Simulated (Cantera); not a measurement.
Input: 1 mol c-C4F8, 0.028 mol HCl, 0.46 mol H2, at 9.70 Pa.

These are equilibrium values from Cantera (NASA tables, ideal gas, pure condensed phases), not measurements of a reactor. Candidate condensed phases: C, C6H6, C7H8, C8H18; 118 gas species. The feed counts by its element totals alone. Gases not in the tables: C2F6 and larger saturated fluorocarbons. Equilibrium is a limit: real reactors are often held back by kinetics, nucleation or transport.

log p: log10 of the partial pressure in bar; n: condensed amount in mol.

```
T (K)  log p F  log p CF4  log p HF  log p CF2  log p Cl  log p CF  n C(graphite)
-----  -------  ---------  --------  ---------  --------  --------  -------------
923     -13.64      -4.20     -4.48     -12.60     -7.72      <-16           2.23
1023    -11.89      -4.20     -4.48     -11.04     -6.85      <-16           2.23
1123    -10.45      -4.20     -4.48      -9.75     -6.32      <-16           2.23
1223     -9.25      -4.20     -4.48      -8.68     -6.09    -14.37           2.24
1323       [?]      -4.20     -4.47        [?]     -6.03       [?]           2.24
1423     -7.35      -4.21     -4.47      -7.00     -6.01    -11.45           2.24
1523       [?]      -4.21     -4.48        [?]     -6.01       [?]           2.23
1623     -5.92      -4.22     -4.48      -5.74     -6.01     -9.26           2.22
1723     -5.34      -4.27     -4.50      -5.25     -6.03     -8.37           2.18
1823     -4.85      -4.40     -4.56      -4.85     -6.09     -7.60           2.11
1923     -4.47      -4.76     -4.69      -4.62     -6.22     -6.97           2.07
2023     -4.25      -5.58     -4.82      -4.66     -6.35     -6.53           2.42
2123     -4.15      -6.74     -4.89      -4.91     -6.42     -6.24           3.04
2223     -4.11      -7.98     -4.92      -5.22     -6.44     -6.02           3.46
```

**Question.** Complete the blanks.

**Answer.** 
- 1323, log p F: -8.23
- 1323, log p CF2: -7.78
- 1323, log p CF: -12.80
- 1523, log p F: -6.59
- 1523, log p CF2: -6.33
- 1523, log p CF: -10.29
